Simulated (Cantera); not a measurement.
A perfectly stirred reactor is fed with 23.7 % CH₄, 71.1 % H₂O, 5.21 % H₂, at 1.70 bar; it is held at 1975 K, and followed from long to short residence time.

Detailed kinetics in Cantera: GRI-Mech 3.0 (53 species, 325 reactions).

x: mole fraction; the columns are a selection and need not sum to one.

| τ (s) | x CH₄ | x H₂O | x H₂ | x O | x CH₃ | x H₂O₂ | x H |
|---|---|---|---|---|---|---|---|
| 2.7 | 0.000713 | 0.305 | 0.534 | 4.35e-8 | 2.01e-5 | 6.95e-11 | 0.000763 |
| 1.3 | 0.00136 | 0.306 | 0.532 | 4.37e-8 | 3.84e-5 | 7.02e-11 | 0.000761 |
| 0.61 | 0.00251 | 0.309 | 0.529 | 4.40e-8 | 7.11e-5 | 7.18e-11 | 0.000759 |
| 0.29 | 0.00432 | 0.314 | 0.524 | 4.47e-8 | 0.000123 | 7.50e-11 | 0.000755 |
| 0.14 | 0.00693 | 0.323 | 0.515 | 4.55e-8 | 0.000199 | 8.10e-11 | 0.000749 |
| 0.067 | [?] | 0.340 | 0.500 | 4.67e-8 | [?] | 9.21e-11 | 0.000738 |
| 0.032 | 0.0154 | 0.366 | 0.477 | 4.81e-8 | 0.000458 | 1.11e-10 | 0.000721 |
| 0.015 | 0.0218 | 0.403 | 0.445 | 4.99e-8 | 0.000666 | 1.43e-10 | 0.000693 |
| 0.0074 | [?] | [?] | [?] | 5.22e-8 | [?] | 1.86e-10 | 0.000659 |
| 0.0035 | 0.0393 | 0.491 | 0.364 | 5.52e-8 | 0.00129 | 2.44e-10 | 0.000612 |

What belongs in the gaps?


- 0.067, x CH₄: 0.0106
- 0.067, x CH₃: 0.000308
- 0.0074, x CH₄: 0.0292
- 0.0074, x H₂O: 0.444
- 0.0074, x H₂: 0.407
- 0.0074, x CH₃: 0.000924
